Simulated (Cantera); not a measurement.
## Gas-phase reforming

An isothermal, constant-pressure homogeneous reactor starts with CH4 : H2O = 1 : 0.36 (molar parts), at 2100 K and 310000 Pa.

Model: GRI-Mech 3.0 (53 species, 325 reactions), integrated in Cantera. GRI-Mech 3.0 stops at C3 and has no aromatics, soot or wall deposition, so with more carbon than oxygen in the feed, carbon stays in small species such as C2H2 where larger ones or solid carbon would form.

| t (s) | x CH4 | x H2O | x CH2 | x CO2 | x CH2CO | x CH2O |
|---|---|---|---|---|---|---|
| 2.00e-6 | 0.686 | 0.260 | 2.47e-5 | 2.94e-9 | 3.54e-8 | 4.16e-5 |
| 9.28e-6 | 0.434 | 0.227 | 3.70e-5 | 2.08e-6 | 2.68e-5 | 0.000102 |
| 4.31e-5 | 0.174 | 0.176 | 1.65e-5 | 3.85e-5 | 0.000118 | 2.49e-5 |
| 0.000200 | 0.0549 | 0.146 | 8.14e-6 | 0.000344 | 0.000117 | 6.52e-6 |
| 0.000928 | 0.0212 | 0.104 | 4.39e-6 | 0.00128 | 7.97e-5 | 1.87e-6 |
| 0.00431 | 0.0127 | 0.0378 | 2.03e-6 | 0.00108 | 2.36e-5 | 4.34e-7 |
| 0.0200 | 0.00626 | 0.00147 | 7.30e-7 | 5.38e-5 | 1.40e-6 | 1.29e-7 |
| 0.0928 | 0.00581 | 2.35e-6 | 6.60e-7 | 8.53e-8 | 6.04e-7 | 1.24e-7 |
| 0.431 | 0.00581 | 2.35e-6 | 6.60e-7 | 8.53e-8 | 6.04e-7 | 1.24e-7 |
| 2.00 | 0.00581 | 2.35e-6 | 6.60e-7 | 8.53e-8 | 6.04e-7 | 1.24e-7 |
x: mole fraction; the columns are a selection and need not sum to one.

Equilibrium at this temperature and pressure: CH4 0.00581, H2O 2.36e-6, CH2 6.60e-7, CO2 8.57e-8, CH2CO 6.04e-7, CH2O 1.24e-7 (gas phase only).
